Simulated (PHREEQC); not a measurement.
Make-up at 50 °C: 0.0061 mol K2HPO4, 0.29 mol NH4HSO4, 0.14 mol (NH4)2SO4 and 0.0024 mol Na2HPO4 per kg of water. Closed to the air; pH follows from the charge balance.

Equilibrium calculation in PHREEQC: ion-association model, wateq4f.dat.

Each row changes one thing in this solution. Precipitation was switched off in this run.

| case | pH | ionic strength (mol/kgw) | NH4+ (mol/kgw) | HSO4- (mol/kgw) | NH4SO4- (mol/kgw) | SO4-2 (mol/kgw) |
|---|---|---|---|---|---|---|
| as made | 1.35 | 0.630 | 0.456 | 0.215 | 0.114 | 0.0993 |
| Na2HPO4 replaced by H3PO4 at the same molality | 1.34 | 0.627 | 0.457 | 0.218 | 0.113 | 0.0979 |
| K2HPO4 from 0.0061 to 0.0305 mol/kgw | 1.46 | 0.660 | 0.446 | 0.184 | 0.124 | 0.112 |
| K2HPO4 from 0.0061 to 0.00305 mol/kgw | 1.33 | 0.626 | 0.457 | 0.218 | 0.113 | 0.0978 |
| (NH4)2SO4 left out | 1.21 | 0.403 | 0.250 | 0.193 | 0.0399 | 0.0559 |
| K2HPO4 replaced by KCl at the same molality | 1.32 | 0.628 | 0.459 | 0.222 | 0.111 | 0.0960 |
| Na2HPO4 left out | 1.34 | 0.627 | 0.457 | 0.217 | 0.113 | 0.0980 |
| K2HPO4 from 0.0061 to 0.00915 mol/kgw | 1.36 | 0.634 | 0.455 | 0.211 | 0.115 | 0.101 |
| diluted 2-fold with water | 1.57 | 0.346 | 0.238 | 0.102 | 0.0466 | 0.0652 |

Complexes and solids missing from the database can't appear. H3PO4, which wateq4f.dat lacks, is added to it with the constant of phreeqc.dat. Constants without temperature data keep their 25 °C values here.
